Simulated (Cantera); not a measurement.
Mixture: 5.29 % C3H8, 16.5 % O2, 62.4 % N2, 15.9 % H2O, equivalence ratio 1.6, at 2.80 bar, adiabatic and at constant pressure. Ignition delay is the time to a rise of 400 K.

Cantera simulation using GRI-Mech 3.0 (53 species, 325 reactions); the numbers are that mechanism's predictions, not measurements. GRI-Mech 3.0 was tuned for natural gas; its chemistry of propane as a main component is partial and can be far from experiment.

### Question
Predict: delay at 1125 K; delay at 1325 K; delay at 1525 K; delay at 1725 K; apparent activation energy between 1625 and 1825 K.

### Answer
- delay at 1125 K: 20.5 ms
- delay at 1325 K: 0.520 ms
- delay at 1525 K: 44.0 µs
- delay at 1725 K: 10.0 µs
- apparent activation energy between 1625 and 1825 K: 140 kJ/mol
